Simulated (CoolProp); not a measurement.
A closed Brayton cycle with carbon dioxide: compressor inlet 322.15 K and 9.3 MPa, high pressure 25.7 MPa, turbine inlet 670 K, compressor efficiency 0.8, turbine efficiency 0.93, recuperator effectiveness 0.9 (on enthalpy, no pinch check). Each further row changes one setting.

Computed with CoolProp (reference Helmholtz-energy equation of state, Span 1996).

```csv
case,thermal efficiency (%),net work (kJ/kg),compressor to turbine work,compressor exit (K),turbine exit (K)
as stated,27.4,59.8,0.44,395.2,558.2
turbine inlet 620 K,24.4,49.2,0.49,395.2,512.5
compressor inlet 332.15 K,25.0,50.1,0.53,418.2,558.2
high pressure 21.8 MPa,26.9,53.6,0.41,383.0,575.9
recuperator effectiveness 0.5,20.3,59.8,0.44,395.2,558.2
```
